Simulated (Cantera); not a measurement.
Charge: 1 mol C₂F₆, 0.085 mol HCl, 0.25 mol H₂, held at 2450 °C and 1.20 mbar.

Cantera equilibrium calculation (NASA polynomials, part measured and part estimated; ideal gas, pure solids and liquids). Candidate condensed phases: C, C₆H₆, C₇H₈, C₈H₁₈; 118 gas species. The feed counts by its element totals alone. Equilibrium is a limit: real reactors are often held back by kinetics, nucleation or transport.

Base state: F 0.806, HF 0.0954, CF 0.0492, CF₂ 0.0211, Cl 0.0140, C₃ 0.00992, C 0.00231, H 0.00135 (mole fractions); condensed: C(graphite).

Task: What changes in the equilibrium state with this change: temperature from 2450 °C to 2777 °C?

Result: 
| species | before | after |
|---|---|---|
| F | 0.806 | 0.747 |
| HF | 0.0954 | 0.0672 |
| C₃ | 0.00992 | 0.0592 |
| C | 0.00231 | 0.0346 |
| CF₂ | 0.0211 | 0.00163 |
| H | 0.00135 | 0.0171 |
| C₂ | 0.000954 | 0.0118 |
| Cl | 0.0140 | 0.0123 |
| CF | 0.0492 | 0.0490 |
| CF₃ | 1.35e-5 | 1.72e-7 |
| H₂ | 5.69e-7 | 1.04e-5 |
| C₂H | 3.82e-6 | 5.96e-5 |
| C₄ | 1.41e-5 | 0.000118 |
| C(graphite), mol | 1.37 | 0 |

Task: What changes in the equilibrium state with this change: pressure from 1.20 mbar to 3.30 mbar?

Result: 
```
species             before     after
----------------  --------  --------
F                    0.806     0.778
HF                  0.0954     0.100
CF₂                 0.0211    0.0540
C₃                 0.00992   0.00361
Cl                  0.0140    0.0146
CF                  0.0492    0.0475
CF₄                7.08e-7   1.28e-5
CF₃                1.35e-5   9.18e-5
C₂                0.000954  0.000347
C                  0.00231  0.000840
C₅                 7.21e-5   2.62e-5
C(graphite), mol      1.37      1.34
```
